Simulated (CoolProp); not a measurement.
2000 sccm (0 °C, 1 atm) of nitrogen bubbles through liquid n-nonane at 354.2 K and leaves saturated at a total pressure of 0.0803 MPa (ideal gas phase). Each further row changes one setting.

The numbers come from the reference Helmholtz-energy equation of state, Lemmon 2006 in CoolProp. It is a short technical equation, of lower accuracy than the large ones.

```json
[
 {"case": "as stated", "vapour pressure (kPa)": "10.1", "mole fraction of vapour": "0.126", "delivery (mg/min)": "___", "delivery (sccm)": "___", "change of delivery for a bath 1 K warmer (%)": "4.8"},
 {"case": "bath temperature 359.2 K", "vapour pressure (kPa)": "___", "mole fraction of vapour": "___", "delivery (mg/min)": "___", "delivery (sccm)": "___", "change of delivery for a bath 1 K warmer (%)": "4.8"},
 {"case": "total pressure 0.161 MPa", "vapour pressure (kPa)": "10.1", "mole fraction of vapour": "0.0629", "delivery (mg/min)": "769", "delivery (sccm)": "___", "change of delivery for a bath 1 K warmer (%)": "___"}
]
```

**Question.** What belongs in the gaps?

**Answer.** 
- as stated, delivery (mg/min): 1650
- as stated, delivery (sccm): 289
- bath temperature 359.2 K, vapour pressure (kPa): 12.4
- bath temperature 359.2 K, mole fraction of vapour: 0.154
- bath temperature 359.2 K, delivery (mg/min): 2090
- bath temperature 359.2 K, delivery (sccm): 365
- total pressure 0.161 MPa, delivery (sccm): 134
- total pressure 0.161 MPa, change of delivery for a bath 1 K warmer (%): 4.5
